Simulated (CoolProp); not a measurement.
Vapour-liquid equilibrium of acetone (1) + cyclohexane (2) at 110.05 °C; x and y are mole fractions of (1).

Computed with CoolProp (multi-fluid Helmholtz-energy mixture model, Lemmon 2006 and Zhou 2014; pair parameters Bell 2016).

```csv
x,bubble pressure (bar),y at the bubble point,dew pressure at overall composition x (bar),liquid density (mol/L)
0.05,2.904,0.240,2.374,8.275
0.2,3.988,0.492,2.775,8.578
0.35,4.477,0.585,(withheld),8.943
0.5,4.749,0.647,4.033,9.389
0.65,4.919,0.713,4.757,9.935
0.8,4.988,0.800,4.988,(withheld)
0.95,(withheld),0.936,4.862,11.41
```

Question: Complete the blanks.

Answer: 
- 0.35, dew pressure at overall composition x (bar): 3.314
- 0.8, liquid density (mol/L): 10.60
- 0.95, bubble pressure (bar): 4.882

y crosses x between x = 0.65 and 0.8: the model has an azeotrope there.

Pair parameters are fitted to limited data, so mixtures are less certain than the pure fluids.
